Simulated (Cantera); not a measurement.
A closed system holds: 1 mol B₂H₆, 0.05 mol H₂O, at 1573 K and 19000 Pa.

Method: chemical equilibrium by Gibbs-energy minimisation in Cantera with the NASA 1993 tables (ideal gas, pure condensed phases). The feed counts by its element totals alone. The tables' values for BH₂ are old estimates; treat these amounts as uncertain. Kinetics and transport are ignored.

| species | before | after |
|---|---|---|
| H₂ | 0.987 | 0.998 |
| B₃O₃H₃ | 0.000819 | 0.00169 |
| HBO | 0.0113 | 1.30e-9 |
| B₂O₂ | 0.000805 | <1e-9 |
| HBO₂ | 0.000218 | <1e-9 |
| B₂O₃ | 0.000133 | <1e-9 |
| H | 9.26e-5 | <1e-9 |
| BO | 2.51e-5 | <1e-9 |
| BH₂ | 2.00e-5 | <1e-9 |
| B(s), mol | 1.95 | 1.96 |
| B₂O₃(l), mol | 0 | 0.0115 |
Gas species are given as mole fractions.

Which change was made?
A) temperature from 1573 K to 1348 K
B) B₂H₆ replaced by B₂O₃
C) temperature from 1573 K to 1400 K
D) temperature from 1573 K to 775 K

D, temperature from 1573 K to 775 K
